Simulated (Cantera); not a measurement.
Standard-state values (1 bar) from the NASA 1993 polynomials, evaluated with Cantera. Values are per mole of reaction as written; species without (g) are pure solids or liquids, kept so even where they would boil at 1 bar.

2 Fe + 6 Cl(g) = Fe₂Cl₆(g), with ΔH° = -1382.2 kJ and ΔS° = -508.9 J/K at 300 K.

Task: How far is the shortcut ΔG° ≈ ΔH°(300 K) − T·ΔS°(300 K) from the full temperature-dependent value at 1098, 1298, 1498, 1698, 1898, 2098, 2298 K?

Result: 
```tsv
T (K)	shortcut (kJ)	full (kJ)	difference (kJ)	difference in log10 K	condensed phases
1098	-823.4	-812.7	-10.8	0.51	Fe(α)
1298	-721.7	-703.8	-17.8	0.72	Fe(γ)
1498	-619.9	-594.2	-25.7	0.89	Fe(γ)
1698	-518.1	-484.1	-34.0	1.05	Fe(δ)
1898	-416.3	-371.7	-44.6	1.23	Fe(l)
2098	-314.5	-256.9	-57.7	1.44	Fe(l)
2298	-212.8	-141.4	-71.4	1.62	Fe(l)
```
The shortcut ignores heat capacities and the phase changes listed.
